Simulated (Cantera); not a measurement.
Standard-state values (1 bar) from the NASA 1993 polynomials, evaluated with Cantera. Values are per mole of reaction as written; species without (g) are pure solids or liquids, kept so even where they would boil at 1 bar.

Task: Between 2775 and 2975 K, where is each reaction favourable under standard conditions?
- 2 Na2SO4 ⇌ S2(g) + 8 O(g) + 4 Na(g)

Result: 
- 2 Na2SO4 ⇌ S2(g) + 8 O(g) + 4 Na(g): ΔG° is 626 kJ at 2775 K and 309 kJ at 2975 K; it stays positive (K < 1). ΔH° is 5008 kJ and ΔS° 1580 J/K at 2975 K.
